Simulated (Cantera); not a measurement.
What does this Cantera script print?

```python
import numpy as np
import cantera as ct

gas_names = [...]  # 49 gases of nasa_gas.yaml made of B, Cl, H, N, O
cond_names = """
    B(b) B(L) BN(s) B2O3(L) B3O3H3(cr) H2O(s) H2O(L) NH4CL(a) NH4CL(b)
""".split()


# ... load() reads the species with a 1 bar reference pressure and builds the phases ...
atoms = {
    'BCl3': {'B': 1, 'CL': 3},
    'N2': {'N': 2},
    'H2': {'H': 2},
    'H2O': {'H': 2, 'O': 1},
}
top_T = {'BN(s)': 3200}  # K; cautious upper limits of use, not melting points


# ... equilibrate(T, P, feed) seeds the gas with the atoms and calls Mixture.equilibrate('TP', solver="vcs", rtol=1e-11, max_steps=5000) ...
results = []
feed = {'BCl3': 1, 'N2': 18, 'H2': 1.5, 'H2O': 0.19}  # mol
T = 1248.15  # K
P = 13332.2  # Pa
mix = equilibrate(T, P, feed)
results.append((T, P, feed, dict(zip(mix.species_names, mix.species_moles))))
print(gas.report(threshold=0.0001))
for i in range(1, mix.n_phases):
    print(f"{mix.phase(i).name:16s} {mix.phase_moles(i):12.5e} mol")
```

It prints:

```
       temperature   1248.2 K
          pressure   13332 Pa
           density   0.037261 kg/m^3
  mean mol. weight   29.004 kg/kmol
   phase of matter   gas

                          1 kg             1 kmol
                     ---------------   ---------------
          enthalpy        5.5843e+05        1.6197e+07  J
   internal energy        2.0063e+05        5.8191e+06  J
           entropy            8786.3        2.5484e+05  J/K
    Gibbs function       -1.0408e+07       -3.0188e+08  J
 heat capacity c_p            1161.9             33701  J/K
 heat capacity c_v            875.28             25387  J/K

                      mass frac. Y      mole frac. X     chem. pot. / RT
                     ---------------   ---------------   ---------------
              BCL3        0.00044752        0.00011079            -90.63
               HCL           0.18114           0.14411           -37.716
                H2        0.00064814         0.0093247           -24.774
                N2           0.81745           0.84634           -27.648
     [  +45 minor]        0.00030998        0.00011704

B(b)              0.00000e+00 mol
BN(s)             8.70989e-01 mol
B2O3(L)           6.18944e-02 mol
B3O3H3(cr)        0.00000e+00 mol
```

Equilibrium computed with Cantera from the NASA thermochemical tables; the gas is ideal and each condensed phase is pure. N2 is the only nitrogen source here; it is nearly inert below about 1500 K, so the nitride shown seldom forms there in practice. Mutual solubility and eutectic melting of coexisting phases are not modelled. The tables' values for BOCl are old estimates; treat these amounts as uncertain. Gases not in the tables: BHCl2.
